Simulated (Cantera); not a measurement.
Equilibrium for roasting and sulfation: CaS + SO2 + H2O

A closed system holds: 1 mol CaS, a varied amount of SO2, 2.3 mol H2O, at 1648 K and 0.380 bar.

These are equilibrium values from Cantera (NASA tables, ideal gas, pure condensed phases), not measurements of a reactor. Candidate condensed phases: Ca, CaO, Ca(OH)2, CaS, CaSO4, H2O, H2SO4, S; 25 gas species. Mutual solubility and eutectic melting of coexisting phases are not modelled. Kinetics and transport are ignored.

From 0.15 mol SO2 to 2.7 mol SO2 the condensed part is CaO(s) + CaS(s). The main Ca-bearing gas is Ca(OH)2 throughout.

```csv
n(SO2) (mol),x H2O,x SO2,x H2,x S2,x H2S,x SO,n CaO(s),n CaS(s)
0.15,0.812,0.0800,0.0864,0.00909,0.00960,0.00229,0.132,0.868
0.24,0.792,0.107,0.0764,0.0111,0.00937,0.00278,0.135,0.865
0.39,0.757,0.150,0.0652,0.0138,0.00895,0.00349,0.143,0.857
0.63,0.702,0.212,0.0540,0.0174,0.00831,0.00438,0.158,0.842
1,0.629,0.291,0.0435,0.0215,0.00744,0.00541,0.184,0.816
1.6,0.536,0.389,0.0337,0.0261,0.00634,0.00657,0.227,0.773
2.7,0.421,0.508,0.0242,0.0312,0.00498,0.00785,0.306,0.694
```
x: gas mole fraction; n: condensed amount in mol.
